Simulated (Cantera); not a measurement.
A closed system holds: 1 mol SiH4, 0.12 mol C2H2, 300 mol H2, equilibrated at 0.0140 bar.

These are equilibrium values from Cantera (NASA tables, ideal gas, pure condensed phases), not measurements of a reactor. Candidate condensed phases: C, C6H6, C7H8, C8H18, Si, SiC; 87 gas species. Gases not in the tables: Si2H6 and higher silanes. Rates play no part.

Q: At 1775 °C, list the 4 most abundant gas species with their mole fractions, and the condensed phases.

A: H2 0.979, H 0.0187, Si 0.00223, SiH 0.000159. Condensed: SiC(s).
